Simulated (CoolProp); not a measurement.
Vapour-liquid equilibrium of cyclohexane (1) + n-octane (2) at 164.85 °C; x and y are mole fractions of (1).

The numbers come from the multi-fluid Helmholtz-energy mixture model, Zhou 2014 and Beckmüller 2019; pair parameters Bell 2016 in CoolProp.

Q: Give the bubble pressure and the first vapour's composition at x = 0.35, 0.45, 0.55. Is there an azeotrope?

A: x = 0.35: 0.4224 MPa, y = 0.561; x = 0.45: 0.4686 MPa, y = 0.659; x = 0.55: 0.5157 MPa, y = 0.742. No azeotrope shows between x = 0.05 and 0.95.

The pair parameters rest on a limited set of measurements; away from them the model extrapolates.
